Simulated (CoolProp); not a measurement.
Octamethylcyclotetrasiloxane (D4) along the isotherm 620 K: Z from the reference equation and from simpler models built on Tc = 586.5 K, pc = 13.47 bar, ω = 0.598; each cubic takes its own stable root.

The numbers come from the reference Helmholtz-energy equation of state, Thol 2015 in CoolProp.

| p (bar) | phase | reference | Redlich-Kwong | Soave-Redlich-Kwong | Peng-Robinson |
|---|---|---|---|---|---|
| 1.35 | gas | 0.9711 | 0.9704 | 0.9724 | 0.9688 |
| 2.69 | gas | 0.9413 | 0.9400 | 0.9441 | 0.9370 |
| 4.04 | gas | 0.9101 | 0.9082 | 0.9146 | 0.9042 |
| 5.39 | gas | 0.8777 | 0.8750 | 0.8841 | 0.8704 |
| 6.74 | gas | 0.8438 | 0.8401 | 0.8524 | 0.8355 |
| 8.08 | gas | 0.8087 | 0.8034 | 0.8195 | 0.7997 |
| 9.43 | gas | 0.7715 | 0.7642 | 0.7848 | 0.7622 |
| 10.8 | gas | 0.7317 | 0.7212 | 0.7476 | 0.7225 |
| 12.1 | gas | 0.6917 | 0.6767 | 0.7102 | 0.6830 |
| 13.5 | supercritical | 0.6457 | 0.6232 | 0.6672 | 0.6381 |
| 14.8 | supercritical | 0.5997 | 0.5663 | 0.6245 | 0.5942 |
| 16.2 | supercritical | 0.5461 | 0.4946 | 0.5754 | 0.5446 |
| 17.5 | supercritical | 0.4930 | 0.4246 | 0.5283 | 0.4979 |
| 18.9 | supercritical | 0.4366 | 0.3787 | 0.4816 | 0.4521 |
| 20.2 | supercritical | 0.3946 | 0.3639 | 0.4493 | 0.4202 |
